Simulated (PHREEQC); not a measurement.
Dissolve 2.8 mol/kgw H2SO4 and 2.5e-05 mol/kgw H4SiO4 at 20 °C. Closed to the air; pH follows from the charge balance.

The numbers come from PHREEQC with the Pitzer model, pitzer.dat.

The pH is -1.04, the ionic strength comes out as 4.23 mol/kgw and the activity of water comes out as 0.864. The density is 1.153 g/cm³ and the osmotic coefficient comes out as 1.285. The total alkalinity is -5600 meq/kg.

```
species  molality  activity   log γ
-------  --------  --------  ------
H+           3.52      11.1   0.497
HSO4-        2.08      1.57  -0.123
SO4-2       0.717   0.00171  -2.622
H4SiO4    2.50e-5   2.21e-5  -0.053
```

This is a speciation only: nothing precipitates in the calculation. In brines, pH and single-ion activities rest on the MacInnes convention.
